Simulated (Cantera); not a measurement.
A perfectly stirred reactor is fed with C2H6 : N2 = 1 : 6.2 (molar parts), at 31.0 Pa; it is held at 1600 K, and followed from long to short residence time.

Computed with Cantera and GRI-Mech 3.0 (53 species, 325 reactions). GRI-Mech 3.0 stops at C3 and has no aromatics, soot or wall deposition, so with more carbon than oxygen in the feed, carbon stays in small species such as C2H2 where larger ones or solid carbon would form. Radical loss at walls, strong at low pressure, is not modelled.

x: mole fraction; the columns are a selection and need not sum to one.

```json
[
 {"τ (s)": "4.7", "x C2H6": "0.000591", "x H": "0.000974", "x CH3": "0.00348", "x C2H4": "0.00321", "x CH4": "0.0296", "x HCN": "(withheld)", "x C2H": "1.75e-6"},
 {"τ (s)": "2.2", "x C2H6": "0.00122", "x H": "0.00102", "x CH3": "0.00502", "x C2H4": "0.00591", "x CH4": "0.0367", "x HCN": "(withheld)", "x C2H": "1.85e-6"},
 {"τ (s)": "1.1", "x C2H6": "0.00234", "x H": "0.00106", "x CH3": "0.00698", "x C2H4": "0.00996", "x CH4": "0.0429", "x HCN": "(withheld)", "x C2H": "1.93e-6"},
 {"τ (s)": "0.52", "x C2H6": "0.00475", "x H": "0.00110", "x CH3": "0.00991", "x C2H4": "0.0166", "x CH4": "0.0478", "x HCN": "(withheld)", "x C2H": "1.95e-6"},
 {"τ (s)": "0.25", "x C2H6": "0.00941", "x H": "0.00111", "x CH3": "0.0138", "x C2H4": "0.0255", "x CH4": "0.0491", "x HCN": "(withheld)", "x C2H": "1.84e-6"},
 {"τ (s)": "0.12", "x C2H6": "0.0184", "x H": "0.00107", "x CH3": "0.0187", "x C2H4": "0.0348", "x CH4": "0.0448", "x HCN": "(withheld)", "x C2H": "1.52e-6"},
 {"τ (s)": "0.059", "x C2H6": "0.0343", "x H": "0.000968", "x CH3": "0.0236", "x C2H4": "0.0399", "x CH4": "0.0348", "x HCN": "(withheld)", "x C2H": "1.01e-6"},
 {"τ (s)": "0.028", "x C2H6": "0.0612", "x H": "0.000773", "x CH3": "0.0260", "x C2H4": "0.0349", "x CH4": "0.0206", "x HCN": "(withheld)", "x C2H": "4.57e-7"},
 {"τ (s)": "0.014", "x C2H6": "0.0917", "x H": "0.000539", "x CH3": "0.0229", "x C2H4": "0.0210", "x CH4": "0.00924", "x HCN": "(withheld)", "x C2H": "1.33e-7"},
 {"τ (s)": "0.0066", "x C2H6": "0.118", "x H": "0.000296", "x CH3": "0.0153", "x C2H4": "0.00728", "x CH4": "0.00285", "x HCN": "(withheld)", "x C2H": "1.55e-8"}
]
```

Q: Some entries are withheld; supply them.

A: 
- 4.7, x HCN: 1.00e-5
- 2.2, x HCN: 6.78e-6
- 1.1, x HCN: 4.76e-6
- 0.52, x HCN: 3.25e-6
- 0.25, x HCN: 2.23e-6
- 0.12, x HCN: 1.51e-6
- 0.059, x HCN: 9.76e-7
- 0.028, x HCN: 5.47e-7
- 0.014, x HCN: 2.63e-7
- 0.0066, x HCN: 8.10e-8
